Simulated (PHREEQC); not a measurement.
**Ultrapure water in contact with air or piping: an equilibrium model**

A made-up water analysis in mg/L, 15 °C, pH 5.73, pe 12.6:

```tsv
constituent	mg/L
Na	0.29
K	0.073
Ca	0.259
Mg	0.163
Cl	0.882
S(6) as SO4	0.209
Alkalinity as HCO3	0.762
O(0) (dissolved oxygen)	0.000349
Si as SiO2	0.00379
Br	0.00587
```

Cl is adjusted to close the charge balance.
Valence states are taken as typed.

The numbers come from PHREEQC with the ion-association model, phreeqc.dat.

Each row changes one thing in this solution. This is a speciation only: nothing precipitates in the calculation.

| case | CO2 (mol/kgw) | HCO3- (mol/kgw) | MgSO4 (mol/kgw) | CaSO4 (mol/kgw) | MgHCO3+ (mol/kgw) | CaHCO3+ (mol/kgw) | SI of Quartz (SiO2) |
|---|---|---|---|---|---|---|---|
| as made | 6.95e-5 | 1.44e-5 | 2.44e-9 | 2.15e-9 | 1.05e-9 | 9.46e-10 | -3.07 |
| temperature from 15 to 90 °C at the same typed pH | 6.23e-5 | 1.42e-5 | 1.23e-8 | 3.41e-9 | 1.97e-9 | 1.79e-9 | -4.01 |
| Alkalinity from 0.762 to 1.52 mg/L | 0.000130 | 2.68e-5 | 2.44e-9 | 2.15e-9 | 1.96e-9 | 1.76e-9 | -3.07 |
| O(0) from 0.000349 to 0.000175 mg/L | 6.95e-5 | 1.44e-5 | 2.44e-9 | 2.15e-9 | 1.05e-9 | 9.46e-10 | -3.07 |
| pH from 5.73 to 6.73 at the same alkalinity | 6.12e-6 | 1.26e-5 | 2.44e-9 | 2.15e-9 | 9.26e-10 | 8.33e-10 | -3.07 |

Constants without temperature data keep their 25 °C values here.
